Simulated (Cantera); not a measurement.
Feed: 1 mol SiCl4, a varied amount of O2, 21 mol H2, equilibrated at 1448 K and 6.50 Pa.

Cantera equilibrium calculation (NASA polynomials, part measured and part estimated; ideal gas, pure solids and liquids). Candidate condensed phases: H2O, Si, SiO2; 30 gas species. The tables hold silica as quartz up to 1696 K and as liquid above; real silica turns to tridymite and cristobalite and melts near 1996 K. The numbers say what is thermodynamically allowed, not how fast it happens.

Task: Which condensed phases are stable at each of these points (n(O2) (mol)): 0.071, 0.11, 0.16, 0.24, 0.36, 0.54, 0.81, 1.2, 1.8, 2.7, 4.1, 6.1?

Result: 
```
n(O2) (mol)  condensed phases  Si condensed (%)
-----------  ----------------  ----------------
0.071                   Si(s)               1.8
0.11                 gas only               0.0
0.16                 gas only               0.0
0.24                 gas only               0.0
0.36                 gas only               0.0
0.54           SiO2(β-quartz)               7.8
0.81           SiO2(β-quartz)              61.4
1.2            SiO2(β-quartz)              99.4
1.8            SiO2(β-quartz)              99.9
2.7            SiO2(β-quartz)              99.9
4.1            SiO2(β-quartz)             100.0
6.1            SiO2(β-quartz)             100.0
```

At 0.071 mol O2 the condensed part is Si(s). From 0.11 mol O2 to 0.36 mol O2 nothing is condensed. From 0.54 mol O2 to 6.1 mol O2 the condensed part is SiO2(β-quartz).
